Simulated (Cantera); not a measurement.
## Al + H2O + H2 (aluminium nitride and oxide growth)

Input: 1 mol Al, 0.35 mol H2O, 15 mol H2, equilibrated at 775 K and 0.133 bar.

Cantera equilibrium calculation (NASA polynomials, part measured and part estimated; ideal gas, pure solids and liquids). Candidate condensed phases: Al, Al2O3, H2O; 19 gas species. Kinetics and transport are ignored.

The x(H2) comes out as 1.00, the n(Al(s)) is 0.767 mol and the n(Al2O3(s)) comes out as 0.117 mol. The gas amount comes out as 15.35 mol.
